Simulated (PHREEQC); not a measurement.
Dissolve 0.15 mol/kgw Cu(NO3)2 and 0.066 mol/kgw HBF4 at 25 °C. It is in equilibrium with CO2 at log p = 0 (atm). Otherwise closed; pH follows from the charge balance.

Model: ion-association model, wateq4f.dat, run in PHREEQC.

The pH is 1.31. The ionic strength comes out as 0.514 mol/kgw. The activity of water comes out as 0.989 and the total alkalinity is -264 meq/kg.

```json
[
 {"species": "NO3-", "molality": "0.300", "activity": "0.183", "log γ": "-0.214"},
 {"species": "Cu+2", "molality": "0.150", "activity": "0.0371", "log γ": "-0.606"},
 {"species": "H+", "molality": "0.0642", "activity": "0.0490", "log γ": "-0.117"},
 {"species": "BF4-", "molality": "0.0616", "activity": "0.0363", "log γ": "-0.230"},
 {"species": "CO2", "molality": "0.0302", "activity": "0.0340", "log γ": "0.051"},
 {"species": "HF", "molality": "0.0103", "activity": "0.0116", "log γ": "0.051"},
 {"species": "H3BO3", "molality": "0.00224", "activity": "0.00252", "log γ": "0.051"},
 {"species": "BF3OH-", "molality": "0.00193", "activity": "0.00114", "log γ": "-0.230"},
 {"species": "H2F2", "molality": "0.000312", "activity": "0.000351", "log γ": "0.051"}
]
```

This is a speciation only: nothing precipitates in the calculation. Real BF4- forms and hydrolyses slowly; the run takes it at equilibrium.
